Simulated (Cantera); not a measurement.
Charge: 1 mol Si3N4, 0.033 mol H2O, 590 mol N2, at 0.135 Torr.

Equilibrium computed with Cantera from the NASA thermochemical tables; the gas is ideal and each condensed phase is pure. Candidate condensed phases: H2O, Si, SiO2, Si2N2O, Si3N4; 35 gas species. Mutual solubility and eutectic melting of coexisting phases are not modelled. The tables' values for SiN are old estimates; treat these amounts as uncertain. Rates play no part.

log p: log10 of the partial pressure in bar; n: condensed amount in mol.

```
T (K)  log p N2  log p Si  log p H  log p H2  n Si2N2O(s)  n Si3N4(s)  n Si(s)
-----  --------  --------  -------  --------  -----------  ----------  -------
973       -3.74      <-15   -12.96     -8.00       0.0330       0.978        0
1073      -3.74      <-15   -11.85     -8.00       0.0330       0.978        0
1173      -3.74    -15.09   -10.93     -8.00       0.0330       0.978        0
1273      -3.74    -12.66   -10.15     -8.00       0.0325       0.978        0
1373      -3.74    -10.59    -9.48     -8.00      0.00812       0.986        0
1473      -3.74     -8.80    -8.91     -8.02            0       0.987        0
1573      -3.74     -7.26    -8.43     -8.09            0           0     2.78
1673      -3.75     -6.38    -8.07     -8.25            0           0     1.52
1773      -3.75     -6.06        …         …            0           0        0
1873      -3.75     -6.05    -7.74     -9.09            0           0        0
1973      -3.75     -6.05    -7.71     -9.68            0           0        0
2073      -3.75     -6.05    -7.70    -10.24            0           0        0
2173      -3.75     -6.05    -7.70         …            0           0        0
2273      -3.75     -6.05    -7.70    -11.25            0           0        0
```

Some entries are withheld; supply them.


- 2173, log p H2: -10.77
- 1773, log p H: -7.83
- 1773, log p H2: -8.58
